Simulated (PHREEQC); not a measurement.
Make-up at 25 °C: 0.0083 mol NH4Cl and 0.0017 mol Na2SO4 per kg of water. Closed to the air; pH follows from the charge balance.

The numbers come from PHREEQC with the ion-association model, wateq4f.dat.

Each row changes one thing in this solution. No solid was allowed to form.

```tsv
case	pH	ionic strength (mol/kgw)	SO4-2 (mol/kgw)	NH4SO4- (mol/kgw)	NaSO4- (mol/kgw)	NH3 (mol/kgw)	SI of Mirabilite (Na2SO4:10H2O)
as made	5.73	0.0132	0.00158	0.000105	1.69e-5	2.24e-6	-6.93
NH4Cl from 0.0083 to 0.0124 mol/kgw	5.65	0.0172	0.00154	0.000146	1.57e-5	2.73e-6	-6.97
diluted 2-fold with water	5.86	0.00663	0.000814	3.08e-5	4.93e-6	1.56e-6	-7.74
NH4Cl replaced by NH4BF4 at the same molality	2.98	0.0142	0.00148	9.75e-5	1.56e-5	3.93e-9	-6.97
diluted 5-fold with water	6.04	0.00267	0.000333	5.67e-6	9.06e-7	9.75e-7	-8.85
```

Real BF4- forms and hydrolyses slowly; the run takes it at equilibrium.
